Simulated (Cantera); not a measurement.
An isothermal, constant-pressure homogeneous reactor starts with CH4 : N2 = 1 : 1.9 (molar parts), at 1025 K and 488 Torr. Integrator tolerance rtol = 1e-08.

Model: GRI-Mech 3.0 (53 species, 325 reactions), integrated in Cantera. GRI-Mech 3.0 stops at C3 and has no aromatics, soot or wall deposition, so with more carbon than oxygen in the feed, carbon stays in small species such as C2H2 where larger ones or solid carbon would form.

Q: What does this change do: temperature 1025 to 1275 K?

A: 
```tsv
quantity	before	after
x(CH4) at 100 s	0.345 (gas-phase equilibrium 0.303)	0.251 (gas-phase equilibrium 0.154)
x(CH3) at 100 s	2.77e-8 (gas-phase equilibrium 1.45e-7)	5.90e-6 (gas-phase equilibrium 6.15e-6)
x(C2H6) at 100 s	3.61e-6 (gas-phase equilibrium 0.000506)	9.31e-5 (gas-phase equilibrium 0.000140)
x(C2H4) at 100 s	2.58e-7 (gas-phase equilibrium 0.0112)	0.00780 (gas-phase equilibrium 0.0163)
x(C2H2) at 100 s	7.16e-10 (gas-phase equilibrium 0.00147)	0.0282 (gas-phase equilibrium 0.0311)
x(HCN) at 100 s	<1e-12 (gas-phase equilibrium 0.00820)	1.80e-12 (gas-phase equilibrium 0.0510)
x(C2H) at 100 s	<1e-12 (gas-phase equilibrium <1e-12)	1.24e-11 (gas-phase equilibrium 2.30e-11)
```
